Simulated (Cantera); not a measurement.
## Reactions in the system Cl-N-O-Sr

Source: NASA polynomial tables (part measured, part estimated), evaluated in Cantera. Values are per mole of reaction as written; species without (g) are pure solids or liquids, kept so even where they would boil at 1 bar.

2 Cl2(g) + N(g) + 2 SrO → 2 SrCl2 + NO2(g)

```
T (K)  ΔH° (kJ)  ΔS° (J/K)  ΔG° (kJ)  log10 K
-----  --------  ---------  --------  -------
2048     -795.0     -137.0    -514.4    13.12
2123     -791.9     -135.5    -504.1    12.40
2198     -788.8     -134.1    -494.0    11.74
2273     -785.8     -132.8    -484.0    11.12
2348     -782.9     -131.5    -474.1    10.55
2423     -780.1     -130.4    -464.3    10.01
```
